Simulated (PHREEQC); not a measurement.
**Reverse-osmosis permeate: speciation**

A made-up water analysis in mmol/kgw, 35 °C, pH 6.36, pe 9.4: Na 0.00741; K 0.0088; Ca 0.0928; Mg 0.0148; Cl 0.0158; S(6) 0.052; Alkalinity (meq/kgw) 0.113; Cu(2) 0.00016.

Valence states are taken as typed.

Equilibrium calculation in PHREEQC: ion-association model, phreeqc.dat.

Precipitation was switched off in this run.

**Question.** Predict the charge-balance error.

**Answer.** charge-balance error -0.2 %.

**Question.** In which forms is S present?

**Answer.** SO4-2 98 %, CaSO4 1.4 % of the S.
